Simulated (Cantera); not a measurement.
What does this Cantera script print?

```python
import numpy as np
import cantera as ct

gas_names = [...]  # 113 gases of nasa_gas.yaml made of C, Cu, H, O
cond_names = """
    C(gr) C6H6(L) C7H8(L) C8H18(L),n-octa Cu(cr) Cu(L) CuO(s) CuO2H2(s) Cu2O(s) Cu2O(L) H2O(s) H2O(L)
""".split()


# ... load() reads the species with a 1 bar reference pressure and builds the phases ...
atoms = {
    'Cu2O': {'Cu': 2, 'O': 1},
    'CH4': {'C': 1, 'H': 4},
    'CO': {'C': 1, 'O': 1},
}
top_T = {'C(gr)': 4500, 'CuO(s)': 1390}  # K; cautious upper limits of use, not melting points


# ... equilibrate(T, P, feed) seeds the gas with the atoms and calls Mixture.equilibrate('TP', solver="vcs", rtol=1e-11, max_steps=5000) ...
results = []
feed = {'Cu2O': 1, 'CH4': 2.9, 'CO': 0.21}  # mol
T = 1050  # K
for P in [10, 100, 1000, 10000, 100000, 1000000]:
    mix = equilibrate(T, P, feed)
    results.append((T, P, feed, dict(zip(mix.species_names, mix.species_moles))))

top = {s: max(r[3][s] / sum(r[3][g] for g in gas_names) for r in results) for s in gas_names}
cols = sorted((s for s in top if top[s] > 0.0001), key=lambda s: -top[s])[:9]
seen = [c for c in cond_names if any(r[3].get(c, 0) > 1e-12 for r in results)]
print("log10 of partial pressures in bar; condensed amounts in mol")
print(f"{'P/Pa':>10s}" + "".join(f"{s[:9]:>10s}" for s in cols + seen))
for T, P, feed, n in results:
    ng = sum(n[g] for g in gas_names)
    print(f"{P:10.4g}" + "".join(f"{np.log10(max(n[s] / ng * P / 1e5, 1e-99)):10.3f}" for s in cols)
          + "".join(f"{n.get(c, 0):10.4g}" for c in seen))
```

It prints:

```
log10 of partial pressures in bar; condensed amounts in mol
      P/Pa        H2       CH4        CO       H2O       CO2     C(gr)    Cu(cr)
        10    -4.082    -9.407    -4.763    -9.586   -10.196       1.9         2
       100    -3.082    -7.407    -3.763    -7.586    -8.196       1.9         2
      1000    -2.083    -5.407    -2.764    -5.587    -6.197       1.9         2
     1e+04    -1.085    -3.411    -1.769    -3.595    -4.209     1.895         2
     1e+05    -0.104    -1.451    -0.819    -1.664    -2.308     1.842         2
     1e+06     0.772     0.301    -0.035    -0.005    -0.741     1.458         2
```

Cantera equilibrium calculation (NASA polynomials, part measured and part estimated; ideal gas, pure solids and liquids).
